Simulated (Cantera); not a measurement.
Input (Python, Cantera) and output of one run.

```python
import numpy as np
import cantera as ct

gas_names = """
    CL CL2 H HCL H2 N NH NH2 NH3 N2 N2H2 N2H4 Si SiCL SiCL2 SiCL3 SiCL4 SiH SiHCL3 SiH2 SiH2CL2 SiH3
    SiH3CL SiH4 SiN Si2 Si2N Si3
""".split()
cond_names = """
    NH4CL(a) NH4CL(b) Si(cr) Si(L) Si3N4(a)
""".split()


def load(file, names, dense=False):
    # The tables refer to 1 bar. Condensed volumes are neglected.
    table = {s.name: s for s in ct.Species.list_from_file(file)}
    out = []
    for n in names:
        d = dict(table[n].input_data)
        d["thermo"] = dict(d["thermo"], **{"reference-pressure": 1e5})
        if dense:
            d["equation-of-state"] = {"model": "constant-volume", "density": "1e6 g/cm^3"}
        out.append(ct.Species.from_dict(d))
    return out


gas = ct.Solution(thermo="ideal-gas", species=load("nasa_gas.yaml", gas_names))
cond = {s.name: ct.Solution(thermo="fixed-stoichiometry", species=[s], name=s.name)
        for s in load("nasa_condensed.yaml", cond_names, dense=True)}
atoms = {
    'SiCl4': {'Si': 1, 'CL': 4},
    'N2': {'N': 2},
    'H2': {'H': 2},
    'NH3': {'N': 1, 'H': 3},
}
top_T = {'Si3N4(a)': 2400}  # K; cautious upper limits of use, not melting points


def equilibrate(T, P, feed):
    n = {}
    for name, mol in feed.items():
        for a, k in atoms[name].items():
            n[a] = n.get(a, 0.0) + k * mol
    gas.TPX = T, P, n
    mass = sum(n.values()) * gas.mean_molecular_weight
    gas.equilibrate("TP")
    valid = [c for c in cond.values() if c.min_temp <= T <= top_T.get(c.name, c.max_temp)]
    mix = ct.Mixture([(gas, mass / gas.mean_molecular_weight)] + [(c, 0.0) for c in valid])
    mix.T, mix.P = T, P
    mix.equilibrate("TP", solver="vcs", rtol=1e-11, max_steps=5000)
    return mix


results = []
feed = {'SiCl4': 1, 'N2': 28, 'H2': 0.42, 'NH3': 19}  # mol
T = 1275  # K
P = 58  # Pa
mix = equilibrate(T, P, feed)
results.append((T, P, feed, dict(zip(mix.species_names, mix.species_moles))))
x = sorted(zip(gas.X, gas.species_names), reverse=True)
print(f"T = {T:g} K  P = {P:g} Pa  gas = {mix.phase_moles(0):.4g} mol")
print("   x: " + "  ".join(f"{s} {v:.3e}" for v, s in x if v > 1e-05))
print("   condensed (mol): " + ("  ".join(f"{mix.phase(i).name} {mix.phase_moles(i):.4g}"
      for i in range(1, mix.n_phases) if mix.phase_moles(i) > 1e-12) or "none"))
```

It prints:

```
T = 1275 K  P = 58 Pa  gas = 67.76 mol
   x: N2 5.437e-01  H2 3.975e-01  HCL 5.862e-02  SiCL2 1.940e-04  H 1.930e-05
   condensed (mol): Si3N4(a) 0.3288
```

These are equilibrium values from Cantera (NASA tables, ideal gas, pure condensed phases), not measurements of a reactor.
